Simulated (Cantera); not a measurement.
Input (Python, Cantera):

```python
import numpy as np
import cantera as ct

gas = ct.Solution("h2o2.yaml")
gas.TPX = 1100, 1333, {'H2': 0.0058, 'O2': 1, 'N2': 4.5}
reactor = ct.IdealGasConstPressureReactor(gas, energy="off", clone=False)
net = ct.ReactorNet([reactor])
net.rtol, net.atol = 1e-08, 1e-18
show = ['H2', 'O2', 'O', 'H', 'HO2', 'OH']
times = np.geomspace(0.0003, 50, 11)

steps = ct.SolutionArray(gas, extra=["t"])
rows = []
print(f"{'t/s':>10s}{'T/K':>9s}{'P/Pa':>11s}" + "".join(f"{s:>11s}" for s in show))
for t in times:
    while net.time < t:
        t_next = net.step()
        steps.append(gas.state, t=t_next)
    rows.append([np.interp(t, steps.t, y) for y in (steps.T, steps.P, *steps(*show).X.T)])
    print(f"{t:10.3e}{rows[-1][0]:9.1f}{rows[-1][1]:11.4g}" + "".join(f"{x:11.3e}" for x in rows[-1][2:]))
rate = np.gradient(steps.T, steps.t)
print("integrator steps:", len(steps.t))
if steps.T.max() > steps.T[0] + 200:
    print(f"time of steepest temperature rise: {steps.t[rate.argmax()]:.4e} s")
gas.TPX = 1100, 1333, {'H2': 0.0058, 'O2': 1, 'N2': 4.5}
gas.equilibrate("TP")
print(f"equilibrium (TP): T = {gas.T:.1f} K  " + "  ".join(f"{s} {gas[s].X[0]:.3e}" for s in show))
```

It prints:

```
       t/s      T/K       P/Pa         H2         O2          O          H        HO2         OH
 3.000e-04   1100.0       1333  1.053e-03  1.816e-01  2.059e-12  4.665e-12  6.691e-12  2.025e-12
 9.984e-04   1100.0       1333  1.053e-03  1.816e-01  1.483e-11  8.789e-12  2.232e-11  1.398e-11
 3.323e-03   1100.0       1333  1.053e-03  1.816e-01  8.442e-11  1.601e-11  7.451e-11  7.006e-11
 1.106e-02   1100.0       1333  1.053e-03  1.816e-01  6.839e-10  6.581e-11  2.510e-10  4.635e-10
 3.680e-02   1100.0       1333  1.053e-03  1.816e-01  4.740e-08  3.796e-09  1.212e-09  2.963e-08
 1.225e-01   1100.0       1333  1.334e-04  1.808e-01  6.852e-04  6.910e-05  3.400e-07  1.471e-04
 4.076e-01   1100.0       1333  2.218e-06  1.808e-01  6.399e-04  2.137e-05  1.531e-07  5.131e-05
 1.356e+00   1100.0       1333  1.010e-06  1.810e-01  2.909e-04  6.567e-06  1.046e-07  3.472e-05
 4.514e+00   1100.0       1333  2.274e-07  1.812e-01  6.640e-05  7.186e-07  4.727e-08  1.666e-05
 1.502e+01   1100.0       1333  3.105e-08  1.812e-01  9.327e-06  3.800e-08  1.368e-08  6.273e-06
 5.000e+01   1100.0       1333  3.934e-09  1.812e-01  1.213e-06  1.791e-09  2.886e-09  2.272e-06
integrator steps: 1454
equilibrium (TP): T = 1100.0 K  H2 2.845e-11  O2 1.812e-01  O 9.261e-09  H 1.202e-12  HO2 1.245e-10  OH 1.986e-07
```

Computed with Cantera and the H2/O2 subset of GRI-Mech 3.0, which has no nitrogen chemistry. Radical loss at walls, strong at low pressure, is not modelled.
